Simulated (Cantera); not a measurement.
A closed system holds: 1 mol Al, 6.8 mol I2, equilibrated at 1173 K and 0.133 bar.

Equilibrium computed with Cantera from the NASA thermochemical tables; the gas is ideal and each condensed phase is pure. Candidate condensed phases: Al, AlI3, I2; 7 gas species. The numbers say what is thermodynamically allowed, not how fast it happens.

Base state: I2 0.466, I 0.407, AlI3 0.126 (mole fractions); condensed: gas only.

**Question.** What changes in the equilibrium state with this change: temperature from 1173 K to 1348 K?

**Answer.** 
```json
[
 {"species": "I", "before": "0.407", "after": "0.715"},
 {"species": "I2", "before": "0.466", "after": "0.183"},
 {"species": "AlI3", "before": "0.126", "after": "0.102"}
]
```

**Question.** What changes in the equilibrium state with this change: I2 from 6.8 to 1.5 mol?

**Answer.** 
```json
[
 {"species": "AlI3", "before": "0.126", "after": "0.992"},
 {"species": "I", "before": "0.407", "after": "0.00523"},
 {"species": "AlI", "before": "5.67e-8", "after": "0.00269"},
 {"species": "I2", "before": "0.466", "after": "7.70e-5"},
 {"species": "Al2I6", "before": "4.45e-6", "after": "0.000274"}
]
```

**Question.** What changes in the equilibrium state with this change: pressure from 0.133 bar to 32.0 mbar?

**Answer.** 
| species | before | after |
|---|---|---|
| I | 0.407 | 0.626 |
| I2 | 0.466 | 0.265 |
| AlI3 | 0.126 | 0.109 |
